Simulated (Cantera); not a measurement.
Input: 1 mol SiH₄, 3.6 mol N₂, 0.68 mol H₂, equilibrated at 1175 K and 1000 Pa.

These are equilibrium values from Cantera (NASA tables, ideal gas, pure condensed phases), not measurements of a reactor. Candidate condensed phases: Si, Si₃N₄; 18 gas species. N₂ is the only nitrogen source here; it is nearly inert below about 1500 K, so the nitride shown seldom forms there in practice. Kinetics and transport are ignored.

Base state: N₂ 0.523, H₂ 0.477 (mole fractions); condensed: Si₃N₄(s).

Question: What changes in the equilibrium state with this change: SiH₄ replaced by SiH₂Cl₂?

Answer: 
| species | before | after |
|---|---|---|
| N₂ | 0.523 | 0.537 |
| HCl | 0 | 0.291 |
| H₂ | 0.477 | 0.155 |
| SiCl₄ | 0 | 0.0161 |
| SiCl₃ | 0 | 0.000606 |
| SiCl₂ | 0 | 0.000223 |
| SiHCl₃ | 0 | 0.000204 |
| Si₃N₄(s), mol | 0.333 | 0.301 |
The tables' values for SiCl₃ are old estimates; treat these amounts as uncertain. Further candidate phases: NH₄Cl.
